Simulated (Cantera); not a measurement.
A closed system holds: 1 mol H2S, 2.4 mol H2O, 0.088 mol H2, equilibrated at 1077 °C and 0.133 bar.

Method: chemical equilibrium by Gibbs-energy minimisation in Cantera with the NASA 1993 tables (ideal gas, pure condensed phases). The numbers say what is thermodynamically allowed, not how fast it happens.

```csv
species,before,after
H,2.70e-6,0.429
H2,0.172,0.186
O,<1e-9,0.0908
H2O,0.627,0.0702
H2S,0.130,0.000172
O2,<1e-9,0.0133
OH,1.60e-7,0.0662
S,4.10e-6,0.0558
SO,0.000185,0.0656
S2,0.0646,0.00133
SO2,0.00579,0.0148
S2O,0.000305,2.05e-5
SH,0.000880,0.00635
```
Gas species are given as mole fractions.

Problem. Name the change that produced these shifts.
A. temperature from 1077 °C to 3025 °C
B. H2O from 2.4 to 0.13 mol
C. pressure from 0.133 bar to 24.0 Pa
D. pressure from 0.133 bar to 4.90 mbar

Solution. A, temperature from 1077 °C to 3025 °C
